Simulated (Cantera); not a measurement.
A closed system holds: 1 mol toluene, 0.43 mol H2O, at 190 Pa.

Method: chemical equilibrium by Gibbs-energy minimisation in Cantera with the NASA 1993 tables (ideal gas, pure condensed phases). Candidate condensed phases: C, C6H6, C7H8, C8H18, H2O; 110 gas species. Kinetics and transport are ignored.

What share of the C ends up in condensed phases as a function of T (°C), at 2150, 2200, 2250, 2300, 2350, 2400, 2450, 2500, 2550, 2600, 2650, 2700, 2750?


```json
[
 {"T (°C)": "2150", "C condensed (%)": "93.0", "as": "C(graphite)"},
 {"T (°C)": "2200", "C condensed (%)": "92.9", "as": "C(graphite)"},
 {"T (°C)": "2250", "C condensed (%)": "92.6", "as": "C(graphite)"},
 {"T (°C)": "2300", "C condensed (%)": "92.3", "as": "C(graphite)"},
 {"T (°C)": "2350", "C condensed (%)": "91.9", "as": "C(graphite)"},
 {"T (°C)": "2400", "C condensed (%)": "91.1", "as": "C(graphite)"},
 {"T (°C)": "2450", "C condensed (%)": "89.8", "as": "C(graphite)"},
 {"T (°C)": "2500", "C condensed (%)": "87.3", "as": "C(graphite)"},
 {"T (°C)": "2550", "C condensed (%)": "82.7", "as": "C(graphite)"},
 {"T (°C)": "2600", "C condensed (%)": "74.2", "as": "C(graphite)"},
 {"T (°C)": "2650", "C condensed (%)": "58.3", "as": "C(graphite)"},
 {"T (°C)": "2700", "C condensed (%)": "27.7", "as": "C(graphite)"},
 {"T (°C)": "2750", "C condensed (%)": "0.0", "as": "-"}
]
```
